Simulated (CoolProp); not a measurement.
Values from CoolProp's reference Helmholtz-energy equation of state, Platzer 1990. This equation is an older, rougher fit; its heat capacities, sound speeds and derivatives of the liquid may be far off and weren't checked against measurements.

Q: Give the vapour pressure (bar), liquid density (kg/m³), vapour density (kg/m³), enthalpy of vaporisation (kJ/kg) of saturated R114 at 326.1, 337.7, 345.4 K.

A: 
| T (K) | p (bar) | liquid density (kg/m³) | vapour density (kg/m³) | enthalpy of vaporisation (kJ/kg) |
|---|---|---|---|---|
| 326.1 | 4.83 | 1360 | 34.8 | 116 |
| 337.7 | 6.49 | 1320 | 46.8 | 110 |
| 345.4 | 7.80 | 1290 | 56.6 | 106 |
